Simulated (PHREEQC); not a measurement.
A solution holds 4.1 mol/kgw KCl and 0.091 mol/kgw Na2SO4, at 33 °C. Closed to the air; pH follows from the charge balance.

Computed with PHREEQC (Pitzer model, pitzer.dat).

```json
{
 "ionic_strength": "4.37 mol/kgw",
 "activity_of_water": "0.862",
 "density": "1.160 g/cm³",
 "osmotic_coefficient": "0.974"
}
```

```json
[
 {"species": "Cl-", "molality": "4.10", "activity": "2.42", "log γ": "-0.228"},
 {"species": "K+", "molality": "4.10", "activity": "2.38", "log γ": "-0.235"},
 {"species": "Na+", "molality": "0.182", "activity": "0.129", "log γ": "-0.150"},
 {"species": "SO4-2", "molality": "0.0910", "activity": "0.00203", "log γ": "-1.651"},
 {"species": "OH-", "molality": "1.63e-7", "activity": "1.27e-7", "log γ": "-0.110"},
 {"species": "HSO4-", "molality": "8.80e-8", "activity": "3.01e-8", "log γ": "-0.467"},
 {"species": "H+", "molality": "7.48e-8", "activity": "1.24e-7", "log γ": "0.219"}
]
```

Precipitation was switched off in this run. Complexes and solids missing from the database can't appear.
